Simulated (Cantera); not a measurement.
A jet of 3.75 % CH4, 20.2 % O2, 76.0 % N2, equivalence ratio 0.37 at 300 K and 4200 Pa hits a platinum plate 2 cm away at a mass flux of 0.14 kg/m²/s; the plate temperature is set and raised in steps from an oxygen-covered start.

Computed with Cantera and Deutschmann's 1995 Pt surface mechanism with GRI-Mech 3.0 gas chemistry. Catalytic surfaces can have several steady states; this one follows from the mechanism file's or the stated starting coverage.

x: mole fraction at the wall; θ: surface coverage.

```csv
plate T (K),wall x CH4,wall x O2,wall x H2O,wall x OH,wall x CO,wall x CO2,θ free Pt,θ O*
950,0.0313,0.189,0.0118,8.41e-8,?,0.00770,0.279,0.721
1000,0.0283,0.182,0.0173,2.51e-7,?,0.0113,0.349,0.651
1050,0.0253,0.176,0.0228,6.59e-7,?,0.0150,0.419,0.580
1100,0.0225,0.170,0.0279,1.54e-6,?,0.0184,0.488,0.512
1150,0.0201,0.165,0.0323,3.25e-6,?,0.0213,0.553,0.446
1200,0.0180,0.160,0.0360,6.31e-6,?,0.0238,0.615,0.385
```

### Question
Fill in the missing entries.

### Answer

- 950, wall x CO: 1.65e-5
- 1000, wall x CO: 2.04e-5
- 1050, wall x CO: 2.44e-5
- 1100, wall x CO: 2.87e-5
- 1150, wall x CO: 3.37e-5
- 1200, wall x CO: 3.96e-5
